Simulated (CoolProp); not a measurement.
Decamethylcyclopentasiloxane (D5) along the isobar 291 kPa: Z from the reference equation and from simpler models built on Tc = 345.1 °C, pc = 1078 kPa, ω = 0.631; each cubic takes its own stable root.

Computed with CoolProp (reference Helmholtz-energy equation of state, Thol 2019).

```json
[
 {"T (°C)": "280.85", "phase": "gas", "reference": "0.8314"},
 {"T (°C)": "289.15", "phase": "gas", "reference": "0.8426"},
 {"T (°C)": "297.35", "phase": "gas", "reference": "0.8527"},
 {"T (°C)": "305.65", "phase": "gas", "reference": "0.8619"},
 {"T (°C)": "313.85", "phase": "gas", "reference": "0.8703"},
 {"T (°C)": "322.15", "phase": "gas", "reference": "0.8780"},
 {"T (°C)": "330.35", "phase": "gas", "reference": "0.8851"},
 {"T (°C)": "338.65", "phase": "gas", "reference": "0.8917"},
 {"T (°C)": "346.85", "phase": "gas", "reference": "0.8977"}
]
```

How far does each simpler model (van der Waals, Soave-Redlich-Kwong) lie from the reference over these 9 states: mean and median of the absolute difference, and the worst?


- van der Waals: mean 3.7 %, median 3.5 %, worst +6.3 % at 280.85 °C and 291 kPa
- Soave-Redlich-Kwong: mean 0.8 %, median 0.7 %, worst +1.1 % at 280.85 °C and 291 kPa
